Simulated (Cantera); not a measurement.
A Cantera script and what it prints.

```python
import numpy as np
import cantera as ct

gas_names = [...]  # 118 gases of nasa_gas.yaml made of C, Cl, F, H
cond_names = """
    C(gr) C6H6(L) C7H8(L) C8H18(L),n-octa
""".split()


# ... load() reads the species with a 1 bar reference pressure and builds the phases ...
atoms = {
    'C2F6': {'C': 2, 'F': 6},
    'HCl': {'H': 1, 'CL': 1},
    'F2': {'F': 2},
}
top_T = {'C(gr)': 4500}  # K; cautious upper limits of use, not melting points


# ... equilibrate(T, P, feed) seeds the gas with the atoms and calls Mixture.equilibrate('TP', solver="vcs", rtol=1e-11, max_steps=5000) ...
results = []
feed = {'C2F6': 1, 'HCl': 0.029, 'F2': 0.61}  # mol
P = 4.7  # Pa
for T in [1125, 1325, 1525, 1725, 1925, 2125, 2325, 2525, 2725, 2925, 3125]:
    mix = equilibrate(T, P, feed)
    results.append((T, P, feed, dict(zip(mix.species_names, mix.species_moles))))
    x = sorted(zip(gas.X, gas.species_names), reverse=True)
    print(f"T = {T:g} K  P = {P:g} Pa  gas = {mix.phase_moles(0):.4g} mol")
    print("   x: " + "  ".join(f"{s} {v:.3e}" for v, s in x if v > 0.0001))
    print("   condensed (mol): " + ("  ".join(f"{mix.phase(i).name} {mix.phase_moles(i):.4g}"
          for i in range(1, mix.n_phases) if mix.phase_moles(i) > 1e-12) or "none"))
```

It prints:

```
T = 1125 K  P = 4.7 Pa  gas = 1.852 mol
   x: CF4 9.704e-01  HF 1.545e-02  CL 1.181e-02  CL2 1.557e-03  CCLF3 5.252e-04  HCL 2.091e-04
   condensed (mol): C(gr) 0.2019
T = 1325 K  P = 4.7 Pa  gas = 1.856 mol
   x: CF4 9.683e-01  HF 1.561e-02  CL 1.543e-02  CF2 3.163e-04  F 1.208e-04
   condensed (mol): C(gr) 0.202
T = 1525 K  P = 4.7 Pa  gas = 1.871 mol
   x: CF4 9.545e-01  HF 1.549e-02  CL 1.547e-02  CF2 8.791e-03  F 5.207e-03  CF3 4.928e-04
   condensed (mol): C(gr) 0.1962
T = 1725 K  P = 4.7 Pa  gas = 2.106 mol
   x: CF4 7.782e-01  CF2 1.012e-01  F 8.957e-02  HF 1.377e-02  CL 1.377e-02  CF3 3.349e-03
   condensed (mol): C(gr) 0.1409
T = 1925 K  P = 4.7 Pa  gas = 4.331 mol
   x: F 5.600e-01  CF2 2.982e-01  CF4 1.224e-01  HF 6.696e-03  CL 6.695e-03  CF3 4.283e-03  CF 1.768e-03
   condensed (mol): C(gr) 0.1526
T = 2125 K  P = 4.7 Pa  gas = 6.63 mol
   x: F 8.916e-01  CF2 9.157e-02  CF 7.383e-03  CL 4.374e-03  HF 4.373e-03  CF4 4.535e-04  CF3 2.411e-04
   condensed (mol): C(gr) 1.339
T = 2325 K  P = 4.7 Pa  gas = 7.126 mol
   x: F 9.554e-01  CF2 1.814e-02  CF 1.744e-02  CL 4.070e-03  HF 4.056e-03  C3 5.619e-04  C 2.661e-04
   condensed (mol): C(gr) 1.732
T = 2525 K  P = 4.7 Pa  gas = 7.384 mol
   x: F 9.333e-01  CF 3.289e-02  C3 1.554e-02  C 4.976e-03  CL 3.927e-03  CF2 3.915e-03  HF 3.777e-03  C2 1.439e-03  H 1.508e-04
   condensed (mol): C(gr) 1.324
T = 2725 K  P = 4.7 Pa  gas = 8.048 mol
   x: F 8.620e-01  C3 5.413e-02  C 3.576e-02  CF 3.136e-02  C2 8.788e-03  CL 3.603e-03  HF 2.681e-03  H 9.216e-04  CF2 5.528e-04  C5 1.391e-04
   condensed (mol): none
T = 2925 K  P = 4.7 Pa  gas = 8.544 mol
   x: F 8.267e-01  C 1.091e-01  C3 2.723e-02  CF 1.715e-02  C2 1.295e-02  CL 3.394e-03  H 2.318e-03  HF 1.076e-03
   condensed (mol): none
T = 3125 K  P = 4.7 Pa  gas = 9.075 mol
   x: F 7.889e-01  C 1.867e-01  C2 7.579e-03  CF 6.468e-03  C3 4.025e-03  CL 3.196e-03  H 2.925e-03  HF 2.704e-04
   condensed (mol): none
```

Equilibrium computed with Cantera from the NASA thermochemical tables; the gas is ideal and each condensed phase is pure. The feed counts by its element totals alone. Gases not in the tables: C2F6 and larger saturated fluorocarbons.
